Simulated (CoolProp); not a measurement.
Toluene along the isobar 4890 kPa: density (kg/m³) from the reference equation and from simpler models built on Tc = 591.7 K, pc = 4126 kPa, ω = 0.266; each cubic takes its own stable root.

Computed with CoolProp (reference Helmholtz-energy equation of state, Lemmon 2006). It is a short technical equation, of lower accuracy than the large ones.

| T (K) | phase | reference |
|---|---|---|
| 213.7 | liquid | 942.9 |
| 226.7 | liquid | 930.9 |
| 239.6 | liquid | 919.1 |
| 252.6 | liquid | 907.3 |
| 265.5 | liquid | 895.6 |
| 278.5 | liquid | 883.8 |
| 291.4 | liquid | 872.1 |
| 304.4 | liquid | 860.3 |
| 317.3 | liquid | 848.5 |
| 330.3 | liquid | 836.5 |
| 343.2 | liquid | 824.5 |
| 356.2 | liquid | 812.2 |
| 369.1 | liquid | 799.9 |
| 382.1 | liquid | 787.3 |
| 395 | liquid | 774.5 |

Q: How far does each simpler model (van der Waals, Redlich-Kwong) lie from the reference over these 15 states: mean and median of the absolute difference, and the worst?

A: 
- van der Waals: mean 40.6 %, median 40.6 %, worst -41.9 % at 213.7 K and 4890 kPa
- Redlich-Kwong: mean 12.9 %, median 12.8 %, worst -13.9 % at 213.7 K and 4890 kPa
